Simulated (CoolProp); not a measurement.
500 sccm (0 °C, 1 atm) of nitrogen bubbles through liquid hexamethyldisiloxane (MM) at 285 K and leaves saturated at a total pressure of 0.0408 MPa (ideal gas phase). Each further row changes one setting.

Computed with CoolProp (reference Helmholtz-energy equation of state, Thol 2016).

```
case                       vapour pressure (kPa)  mole fraction of vapour  delivery (mg/min)  delivery (sccm)  change of delivery for a bath 1 K warmer (%)
-------------------------  ---------------------  -----------------------  -----------------  ---------------  --------------------------------------------
as stated                                   2.75                      [?]                262              [?]                                           [?]
bath temperature 290 K                       [?]                      [?]                354             48.9                                           6.1
total pressure 0.0816 MPa                   2.75                   0.0337                127              [?]                                           [?]
```

Q: Complete the blanks.

A: 
- as stated, mole fraction of vapour: 0.0675
- as stated, delivery (sccm): 36.2
- as stated, change of delivery for a bath 1 K warmer (%): 6.3
- bath temperature 290 K, vapour pressure (kPa): 3.64
- bath temperature 290 K, mole fraction of vapour: 0.0891
- total pressure 0.0816 MPa, delivery (sccm): 17.5
- total pressure 0.0816 MPa, change of delivery for a bath 1 K warmer (%): 6.0
